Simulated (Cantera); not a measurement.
Cantera run:

```python
import numpy as np
import cantera as ct

gas_names = """
    F FO FO2 F2 F2O Mg MgF MgF2 MgN MgO Mg2 Mg2F4 N NF NF2 NF3 NO NO2 NO3 N2 N2O O O2 O3
""".split()
cond_names = """
    Mg(cr) Mg(L) MgF2(s) MgF2(L) MgO(s) MgO(L)
""".split()


# ... load() reads the species with a 1 bar reference pressure and builds the phases ...
atoms = {
    'MgO': {'Mg': 1, 'O': 1},
    'NF3': {'N': 1, 'F': 3},
    'N2': {'N': 2},
}
top_T = {}  # K; cautious upper limits of use, not melting points


# ... equilibrate(T, P, feed) seeds the gas with the atoms and calls Mixture.equilibrate('TP', solver="vcs", rtol=1e-11, max_steps=5000) ...
results = []
feed = {'MgO': 1, 'NF3': 1.7, 'N2': 33}  # mol
P = 58  # Pa
for T in [1173, 1248, 1323, 1398, 1473, 1548, 1623, 1698, 1773, 1848]:
    mix = equilibrate(T, P, feed)
    results.append((T, P, feed, dict(zip(mix.species_names, mix.species_moles))))
    x = sorted(zip(gas.X, gas.species_names), reverse=True)
    print(f"T = {T:g} K  P = {P:g} Pa  gas = {mix.phase_moles(0):.4g} mol")
    print("   x: " + "  ".join(f"{s} {v:.3e}" for v, s in x if v > 0.0001))
    print("   condensed (mol): " + ("  ".join(f"{mix.phase(i).name} {mix.phase_moles(i):.4g}"
          for i in range(1, mix.n_phases) if mix.phase_moles(i) > 1e-12) or "none"))
```

Result:

```
T = 1173 K  P = 58 Pa  gas = 37.45 mol
   x: N2 9.039e-01  F 8.273e-02  O2 1.333e-02
   condensed (mol): MgF2(s) 0.9992
T = 1248 K  P = 58 Pa  gas = 37.46 mol
   x: N2 9.036e-01  F 8.274e-02  O2 1.331e-02  MgF2 2.231e-04
   condensed (mol): MgF2(s) 0.9916
T = 1323 K  P = 58 Pa  gas = 37.52 mol
   x: N2 9.022e-01  F 8.263e-02  O2 1.327e-02  MgF2 1.741e-03  NO 1.233e-04
   condensed (mol): MgF2(s) 0.9347
T = 1398 K  P = 58 Pa  gas = 37.86 mol
   x: N2 8.940e-01  F 8.188e-02  O2 1.311e-02  MgF2 1.080e-02  NO 1.907e-04
   condensed (mol): MgF2(s) 0.5909
T = 1473 K  P = 58 Pa  gas = 38.45 mol
   x: N2 8.802e-01  F 8.062e-02  MgF2 2.600e-02  O2 1.286e-02  NO 2.797e-04
   condensed (mol): none
T = 1548 K  P = 58 Pa  gas = 38.45 mol
   x: N2 8.801e-01  F 8.062e-02  MgF2 2.601e-02  O2 1.279e-02  NO 4.006e-04
   condensed (mol): none
T = 1623 K  P = 58 Pa  gas = 38.45 mol
   x: N2 8.800e-01  F 8.062e-02  MgF2 2.601e-02  O2 1.268e-02  NO 5.541e-04
   condensed (mol): none
T = 1698 K  P = 58 Pa  gas = 38.45 mol
   x: N2 8.799e-01  F 8.062e-02  MgF2 2.600e-02  O2 1.253e-02  NO 7.430e-04  O 2.034e-04
   condensed (mol): none
T = 1773 K  P = 58 Pa  gas = 38.46 mol
   x: N2 8.797e-01  F 8.061e-02  MgF2 2.600e-02  O2 1.230e-02  NO 9.683e-04  O 4.324e-04
   condensed (mol): none
T = 1848 K  P = 58 Pa  gas = 38.47 mol
   x: N2 8.794e-01  F 8.059e-02  MgF2 2.600e-02  O2 1.195e-02  NO 1.228e-03  O 8.599e-04
   condensed (mol): none
```

Method: chemical equilibrium by Gibbs-energy minimisation in Cantera with the NASA 1993 tables (ideal gas, pure condensed phases).
